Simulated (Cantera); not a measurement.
Feed: 1 mol CaCl₂, 2.8 mol N₂, equilibrated at 13.3 mbar.

Cantera equilibrium calculation (NASA polynomials, part measured and part estimated; ideal gas, pure solids and liquids). Candidate condensed phases: Ca, CaCl₂; 8 gas species. The numbers say what is thermodynamically allowed, not how fast it happens.

Problem. Which condensed phases are stable at each of these points (T (°C)): 452, 552, 652, 752, 852, 952, 1052, 1152, 1252, 1352, 1452, 1552, 1652, 1752?

Solution. 
```
T (°C)  condensed phases  Ca condensed (%)
------  ----------------  ----------------
452             CaCl₂(s)             100.0
552             CaCl₂(s)             100.0
652             CaCl₂(s)             100.0
752             CaCl₂(s)             100.0
852             CaCl₂(l)             100.0
952             CaCl₂(l)              99.7
1052            CaCl₂(l)              98.0
1152            CaCl₂(l)              88.8
1252            CaCl₂(l)              43.8
1352            gas only               0.0
1452            gas only               0.0
1552            gas only               0.0
1652            gas only               0.0
1752            gas only               0.0
```

From 452 °C to 752 °C the condensed part is CaCl₂(s). From 852 °C to 1252 °C the condensed part is CaCl₂(l). From 1352 °C to 1752 °C nothing is condensed.
